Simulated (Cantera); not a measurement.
A closed system holds: 1 mol AlN, 10 mol O₂, 29 mol H₂, held at 2123 K and 1.20e-5 bar.

Cantera equilibrium calculation (NASA polynomials, part measured and part estimated; ideal gas, pure solids and liquids). Candidate condensed phases: Al, AlN, Al₂O₃, H₂O; 35 gas species. The tables' values for AlOH are old estimates; treat these amounts as uncertain. Kinetics and transport are ignored.

Problem. What is the equilibrium state?

Solution. 
```json
{
  "x(H)": "0.447",
  "x(H₂)": "0.186",
  "x(H₂O)": "0.177",
  "x(O)": "0.0893",
  "x(OH)": "0.0525",
  "x(O₂)": "0.0361",
  "x(N₂)": "0.0103",
  "x(NO)": "0.000500",
  "x(AlO)": "0.000210",
  "n(Al₂O₃(s))": "0.488 mol",
  "gas_amount": "47.27 mol",
  "log10 activity of Al(l) (absent)": "-7.45"
}
```
